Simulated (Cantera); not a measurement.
An isothermal, constant-pressure homogeneous reactor starts with C2H4 : H2 = 1 : 53 (molar parts), at 1025 K and 0.987 atm. Integrator tolerance rtol = 1e-08.

Computed with Cantera and GRI-Mech 3.0 (53 species, 325 reactions). GRI-Mech 3.0 was tuned for natural gas; its chemistry of ethylene as a main component is partial and can be far from experiment. GRI-Mech 3.0 stops at C3 and has no aromatics, soot or wall deposition, so with more carbon than oxygen in the feed, carbon stays in small species such as C2H2 where larger ones or solid carbon would form.

Problem. What does this change do: H2 53 to 14 parts?

Solution. 
```tsv
quantity	before	after
x(C2H4) at 100 s	0.00222 (gas-phase equilibrium 1.91e-7)	0.0100 (gas-phase equilibrium 3.44e-6)
x(H2) at 100 s	0.968 (gas-phase equilibrium 0.962)	0.884 (gas-phase equilibrium 0.857)
x(C2H) at 100 s	<1e-12 (gas-phase equilibrium <1e-12)	<1e-12 (gas-phase equilibrium <1e-12)
x(CH2) at 100 s	<1e-12 (gas-phase equilibrium <1e-12)	<1e-12 (gas-phase equilibrium <1e-12)
x(CH3) at 100 s	4.75e-8 (gas-phase equilibrium 2.96e-9)	1.60e-7 (gas-phase equilibrium 1.19e-8)
x(C2H2) at 100 s	7.94e-6 (gas-phase equilibrium 6.70e-10)	3.93e-5 (gas-phase equilibrium 1.36e-8)
```
